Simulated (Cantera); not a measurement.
**Silicon oxide and oxynitride deposition: TEOS + O2 + N2**

Feed: 1 mol TEOS, 0.079 mol O2, 47 mol N2, equilibrated at 0.200 bar.

Method: chemical equilibrium by Gibbs-energy minimisation in Cantera with the NASA 1993 tables (ideal gas, pure condensed phases). Candidate condensed phases: C, C6H6, C7H8, C8H18, H2O, Si, SiC, SiO2, Si2N2O, Si3N4; 151 gas species. The feed counts by its element totals alone. N2 is the only nitrogen source here; it is nearly inert below about 1500 K, so the nitride shown seldom forms there in practice. The tables hold silica as quartz up to 1696 K and as liquid above; real silica turns to tridymite and cristobalite and melts near 1996 K. Rates play no part.

At 800 K the condensed part is C(graphite) + SiO2(α-quartz). From 900 K to 1200 K the condensed part is C(graphite) + SiO2(β-quartz). From 1300 K to 1700 K the condensed part is C(graphite) + Si2N2O(s).

| T (K) | x N2 | x H2 | x CO | x H2O | x CH4 | x CO2 | x HCN | n C(graphite) | n SiO2(α-quartz) | n SiO2(β-quartz) | n Si2N2O(s) |
|---|---|---|---|---|---|---|---|---|---|---|---|
| 800 | 0.812 | 0.150 | 0.0160 | 0.0112 | 0.00601 | 0.00505 | 3.27e-8 | 6.43 | 1.00 | 0 | 0 |
| 900 | 0.799 | 0.164 | 0.0319 | 0.00254 | 0.00168 | 0.00113 | 3.16e-7 | 5.96 | 0 | 1.00 | 0 |
| 1000 | 0.795 | 0.168 | 0.0358 | 0.000474 | 0.000537 | 0.000145 | 1.90e-6 | 5.85 | 0 | 1.00 | 0 |
| 1100 | 0.795 | 0.169 | 0.0363 | 0.000110 | 0.000204 | 2.33e-5 | 8.14e-6 | 5.84 | 0 | 1.00 | 0 |
| 1200 | 0.795 | 0.169 | 0.0364 | 3.19e-5 | 9.01e-5 | 5.02e-6 | 2.73e-5 | 5.84 | 0 | 1.00 | 0 |
| 1300 | 0.773 | 0.166 | 0.0608 | 1.84e-5 | 4.34e-5 | 3.82e-6 | 7.42e-5 | 4.34 | 0 | 0 | 0.500 |
| 1400 | 0.773 | 0.166 | 0.0608 | 7.52e-6 | 2.38e-5 | 1.27e-6 | 0.000178 | 4.33 | 0 | 0 | 0.500 |
| 1500 | 0.773 | 0.166 | 0.0608 | 3.47e-6 | 1.42e-5 | 4.91e-7 | 0.000379 | 4.32 | 0 | 0 | 0.500 |
| 1600 | 0.773 | 0.166 | 0.0608 | 1.76e-6 | 8.98e-6 | 2.15e-7 | 0.000733 | 4.30 | 0 | 0 | 0.499 |
| 1700 | 0.772 | 0.165 | 0.0607 | 9.69e-7 | 5.99e-6 | 1.04e-7 | 0.00131 | 4.27 | 0 | 0 | 0.493 |
x: gas mole fraction; n: condensed amount in mol.
